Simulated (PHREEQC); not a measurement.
# Acid rinse or clean (model solution)

Consider water at 25 °C with 3.4 mmol/kgw HNO3, 0.2 mmol/kgw NaCl and 130 mmol/kgw MgCl2. Closed to the air; pH follows from the charge balance.

Model: ion-association model, phreeqc.dat, run in PHREEQC.

Each row changes one thing in this solution. No solid was allowed to form.

```
case                                           pH  MgOH+ (mol/kgw)
-------------------------------------------  ----  ---------------
as made                                      2.58         7.36e-11
NaCl replaced by SrCl2 at the same molality  2.58         7.36e-11
0.002 mol/kgw Mg(NO3)2 added                 2.58              ___
temperature from 25 to 15 °C                 2.58         2.93e-11
NaCl left out                                2.58         7.36e-11
diluted 100-fold with water                  4.50              ___
0.03 mol/kgw CO2 added                       2.58              ___
MgCl2 from 0.13 to 0.143 mol/kgw             2.58              ___
```

Q: Fill in the missing entries.

A: 
- 0.002 mol/kgw Mg(NO3)2 added, MgOH+ (mol/kgw): 7.47e-11
- diluted 100-fold with water, MgOH+ (mol/kgw): 1.21e-10
- 0.03 mol/kgw CO2 added, MgOH+ (mol/kgw): 7.34e-11
- MgCl2 from 0.13 to 0.143 mol/kgw, MgOH+ (mol/kgw): 8.08e-11

Species that the database lacks are ignored.
